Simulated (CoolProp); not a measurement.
R143a along the isotherm 27.05 °C: fugacity coefficient from the reference equation and from simpler models built on Tc = 72.7 °C, pc = 3.762 MPa, ω = 0.261; each cubic takes its own stable root.

Computed with CoolProp (reference Helmholtz-energy equation of state, Lemmon and Jacobsen 2000).

```tsv
p (MPa)	phase	reference	Redlich-Kwong	Soave-Redlich-Kwong	Peng-Robinson
2.09	liquid	0.5166	0.6182	0.5420	0.5269
4.18	liquid	0.2784	0.3401	0.2969	0.2856
6.27	liquid	0.1998	0.2485	0.2162	0.2059
8.36	liquid	0.1611	0.2038	0.1768	0.1667
10.4	liquid	0.1388	0.1783	0.1543	0.1442
12.5	liquid	0.1240	0.1616	0.1396	0.1292
14.6	liquid	0.1139	0.1504	0.1297	0.1190
16.7	liquid	0.1067	0.1428	0.1230	0.1118
18.8	liquid	0.1015	0.1377	0.1183	0.1067
```
